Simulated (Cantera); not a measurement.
Adiabatic ignition

An adiabatic, constant-pressure homogeneous reactor starts with 5.27 % CH4, 19.9 % O2, 74.9 % N2, equivalence ratio 0.53, at 1725 K and 440000 Pa.

Cantera simulation using GRI-Mech 3.0 (53 species, 325 reactions); the numbers are that mechanism's predictions, not measurements.

```csv
t (s),T (K),x CH4,x O2,x C2H,x O,x C2H4
3.00e-6,1725,0.0527,0.199,<1e-12,2.78e-7,1.62e-8
9.16e-6,1725,0.0525,0.199,<1e-12,8.08e-7,9.05e-7
2.80e-5,1732,0.0500,0.197,1.15e-11,6.91e-6,0.000105
8.54e-5,2639,<1e-12,0.0911,<1e-12,0.00507,<1e-12
0.000261,2657,<1e-12,0.0902,<1e-12,0.00432,<1e-12
0.000795,2650,<1e-12,0.0881,<1e-12,0.00415,<1e-12
0.00243,2639,<1e-12,0.0847,<1e-12,0.00388,<1e-12
0.00741,2633,<1e-12,0.0829,<1e-12,0.00374,<1e-12
0.0226,2633,<1e-12,0.0828,<1e-12,0.00373,<1e-12
0.0691,2633,<1e-12,0.0828,<1e-12,0.00373,<1e-12
0.211,2633,<1e-12,0.0828,<1e-12,0.00373,<1e-12
0.644,2633,<1e-12,0.0828,<1e-12,0.00373,<1e-12
1.97,2633,<1e-12,0.0828,<1e-12,0.00373,<1e-12
6.00,2633,<1e-12,0.0828,<1e-12,0.00373,<1e-12
```
x: mole fraction; the columns are a selection and need not sum to one.

The time of steepest temperature rise is 48.2 µs. The temperature at 6.00 s comes out as 2633 K. The equilibrium temperature is 2633 K. The x(CH4) at 6.00 s comes out as <1e-12 (gas-phase equilibrium <1e-12), the x(O2) at 6.00 s comes out as 0.0828 (gas-phase equilibrium 0.0828) and the x(C2H) at 6.00 s is <1e-12 (gas-phase equilibrium <1e-12).
